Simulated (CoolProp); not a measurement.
A simple Rankine cycle with water: condensing at 329.15 K, boiler at 5.34 MPa, turbine inlet 691.3 K, turbine efficiency 0.75, pump efficiency 0.7, no recuperator. Each further row changes one setting.

Values from CoolProp's reference Helmholtz-energy equation of state, Wagner 2002.

```json
[
 {"case": "as stated", "thermal efficiency (%)": "26.3", "net work (kJ/kg)": "787", "heat in (kJ/kg)": "2990", "turbine exit temperature (K)": "329.1", "volume ratio over the turbine": "153"},
 {"case": "turbine inlet 711.3 K", "thermal efficiency (%)": "…", "net work (kJ/kg)": "807", "heat in (kJ/kg)": "3040", "turbine exit temperature (K)": "329.1", "volume ratio over the turbine": "149"},
 {"case": "condensing temperature 321.15 K", "thermal efficiency (%)": "27.2", "net work (kJ/kg)": "823", "heat in (kJ/kg)": "3030", "turbine exit temperature (K)": "321.1", "volume ratio over the turbine": "219"},
 {"case": "boiler pressure 3.74 MPa", "thermal efficiency (%)": "25.2", "net work (kJ/kg)": "762", "heat in (kJ/kg)": "…", "turbine exit temperature (K)": "329.1", "volume ratio over the turbine": "107"},
 {"case": "turbine efficiency 0.65", "thermal efficiency (%)": "…", "net work (kJ/kg)": "681", "heat in (kJ/kg)": "2990", "turbine exit temperature (K)": "329.1", "volume ratio over the turbine": "160"}
]
```

Question: Some entries are withheld; supply them.

Answer: 
- turbine inlet 711.3 K, thermal efficiency (%): 26.5
- boiler pressure 3.74 MPa, heat in (kJ/kg): 3020
- turbine efficiency 0.65, thermal efficiency (%): 22.8

The expansion ends wet for: as stated; turbine inlet 711.3 K; condensing temperature 321.15 K; boiler pressure 3.74 MPa; turbine efficiency 0.65.
